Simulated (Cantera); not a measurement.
Feed: 1 mol Nb₂O₅, 9.4 mol H₂, 0.052 mol H₂O, held at 84.0 mbar.

These are equilibrium values from Cantera (NASA tables, ideal gas, pure condensed phases), not measurements of a reactor. Candidate condensed phases: H₂O, Nb, NbO, NbO₂, Nb₂O₅; 12 gas species. Condensed phases not in the tables: the oxides between NbO₂ and Nb₂O₅. Equilibrium is a limit: real reactors are often held back by kinetics, nucleation or transport.

Problem. At 1402 °C, list the 3 most abundant gas species with their mole fractions, and the condensed phases.

Solution. H₂ 0.888, H₂O 0.111, H 0.000378. Condensed: NbO₂(s).
